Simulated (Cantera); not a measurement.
A diamond (100) surface in a fixed gas of H2 with x(CH4) = 0.0037, x(H) = 0.00076, at 1400 K, 6400 Pa; coverages are run to steady state.

Model: the Harris–Goodwin 1993 mechanism for the reconstructed diamond (100) surface, integrated in Cantera.

θ: site fractions in the mechanism's names (c6HH fully hydrogenated, c6H* and c6*H radical sites, c6** diradical, c6HM methylated).

```tsv
x(CH3)	growth (µm/h)	θ c6HH	θ c6H*	θ c6*H	θ c6**	θ c6HM
1e-06	0.00293	0.430	0.0534	0.489	0.0275	3.12e-7
2.7e-06	0.00790	0.430	0.0534	0.489	0.0275	8.41e-7
7.2e-06	0.0211	0.430	0.0534	0.489	0.0275	2.24e-6
1.9e-05	0.0555	0.430	0.0534	0.489	0.0275	5.92e-6
5.1e-05	0.149	0.430	0.0534	0.489	0.0274	1.59e-5
0.00014	…	0.430	0.0534	0.489	0.0273	…
0.00037	1.06	0.429	0.0533	0.488	0.0269	0.000115
0.00099	…	0.429	0.0532	0.487	0.0259	…
0.0026	6.55	0.427	0.0529	0.484	0.0236	0.000787
```

Question: Fill in the missing entries.

Answer: 
- 0.00014, growth (µm/h): 0.406
- 0.00014, θ c6HM: 4.36e-5
- 0.00099, growth (µm/h): 2.73
- 0.00099, θ c6HM: 0.000305
